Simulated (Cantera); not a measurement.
Charge: 1 mol AlCl₃, 3.4 mol H₂O, 1.9 mol N₂, at 3.53 Torr.

These are equilibrium values from Cantera (NASA tables, ideal gas, pure condensed phases), not measurements of a reactor. Candidate condensed phases: Al, AlCl₃, AlN, Al₂O₃, H₂O, NH₄Cl; 45 gas species. Equilibrium is a limit: real reactors are often held back by kinetics, nucleation or transport. All values below are at 1950 K.

Base state: HCl 0.397, N₂ 0.273, H₂O 0.267, Cl 0.0345, H₂ 0.0208, OH 0.00282, H 0.00241, O₂ 0.00135 (mole fractions); condensed: Al₂O₃(s).

What changes in the equilibrium state with this change: 0.43 mol O₂ added?


```
species          before    after
-------------  --------  -------
HCl               0.397    0.339
H₂O               0.267    0.283
N₂                0.273    0.256
O₂              0.00135   0.0405
Cl               0.0345   0.0670
H₂               0.0208  0.00401
AlOCl           1.13e-5  9.36e-6
ClO             1.37e-6  1.45e-5
O              0.000242  0.00132
NO             0.000314  0.00166
Cl₂             1.52e-5  5.74e-5
OH              0.00282  0.00678
Al₂O₃(s), mol     0.500    0.500
```
